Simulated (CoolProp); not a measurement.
Vapour-liquid equilibrium of R134a (1) + R124 (2) at 18.05 °C; x and y are mole fractions of (1).

Model: multi-fluid Helmholtz-energy mixture model, Tillner-Roth 1994 and de Vries 1995; pair parameters Bell 2016, in CoolProp.

```
x     bubble pressure (kPa)  y at the bubble point  dew pressure at overall composition x (kPa)  liquid density (mol/L)
----  ---------------------  ---------------------  -------------------------------------------  ----------------------
0.05                  321.7                  0.089                                        315.1                   10.18
0.2                   363.8                  0.309                                        342.0                   10.43
0.35                  402.5                  0.480                                        372.6                   10.69
0.5                   438.1                  0.622                                        407.3                   10.97
0.65                  470.9                  0.744                                        445.5                   11.27
0.8                   501.1                  0.856                                        486.0                   11.60
0.95                  529.1                  0.964                                        525.6                   11.95
```

No azeotrope shows between x = 0.05 and 0.95.

The pair parameters rest on a limited set of measurements; away from them the model extrapolates.
